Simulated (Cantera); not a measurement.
## Roasting and sulfation: FeS + H₂S + H₂O

Input: 1 mol FeS, 0.14 mol H₂S, 0.28 mol H₂O, equilibrated at 63.0 Torr.

These are equilibrium values from Cantera (NASA tables, ideal gas, pure condensed phases), not measurements of a reactor. Candidate condensed phases: Fe, FeO, Fe(OH)₂, Fe(OH)₃, FeS, FeSO₄, FeS₂, Fe₂O₃, Fe₂(SO₄)₃, Fe₃O₄, H₂O, H₂SO₄, S; 22 gas species. FeS: taken at fixed stoichiometry. Gases not in the tables: S₃ to S₇. Kinetics and transport are ignored.

From 923 K to 1448 K the condensed part is FeS(s). From 1523 K to 1598 K the condensed part is FeS(l).

```
T (K)  log p H₂O  log p H₂S  log p H₂  log p S₂  log p SO₂  log p SH  n FeS(s)  n FeS(l)
-----  ---------  ---------  --------  --------  ---------  --------  --------  --------
923        -1.26      -1.60     -2.64     -2.97      -4.35     -6.21      1.00         0
998        -1.26      -1.63     -2.40     -2.73      -4.14     -5.66      1.00         0
1073       -1.27      -1.67     -2.22     -2.54      -3.95     -5.20      1.00         0
1148       -1.28      -1.74     -2.07     -2.40      -3.76     -4.81      1.00         0
1223       -1.29      -1.81     -1.95     -2.28      -3.58     -4.49      1.00         0
1298       -1.30      -1.90     -1.85     -2.20      -3.40     -4.22      1.00         0
1373       -1.31      -2.00     -1.78     -2.14      -3.23     -3.99      1.00         0
1448       -1.32      -2.10     -1.73     -2.10      -3.07     -3.80     1.000         0
1523       -1.33      -2.21     -1.68     -2.07      -2.93     -3.63         0     1.000
1598       -1.34      -2.31     -1.64     -2.06      -2.80     -3.48         0     1.000
```
log p: log10 of the partial pressure in bar; n: condensed amount in mol.
